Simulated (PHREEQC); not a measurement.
**Reverse-osmosis permeate: speciation**

Model water analysis in mg/L, 84 °C, pH 6.68, pe 10.1:

```csv
constituent,mg/L
Na,3.46
K,2.61
Ca,3.62
Mg,5.5
Cl,12.6
S(6) as SO4,11.2
Alkalinity as HCO3,16.1
Li,0.00828
Cu(2),0.0054
```

Valence states are taken as typed.

Computed with PHREEQC (ion-association model, phreeqc.dat).

The ionic strength is 0.00122 mol/kgw and the specific conductance comes out as 254 µS/cm. The charge-balance error comes out as 0.0 %.

```
species  molality  activity   log γ
-------  --------  --------  ------
O2        0.00230   0.00230   0.000
Cl-      0.000355  0.000340  -0.019
HCO3-    0.000260  0.000249  -0.019
Mg+2     0.000212  0.000178  -0.076
Na+      0.000150  0.000144  -0.019
CO2      0.000117  0.000117   0.000
SO4-2    0.000102   8.56e-5  -0.076
Ca+2      8.83e-5   7.41e-5  -0.076
K+        6.67e-5   6.38e-5  -0.019
```

No solid was allowed to form. Species that the database lacks are ignored. Away from 25 °C the constants follow the database's enthalpies or fits; those with neither stay at their 25 °C values. The database's constant for dissolved Cu(OH)2 is higher than later reviews accept.
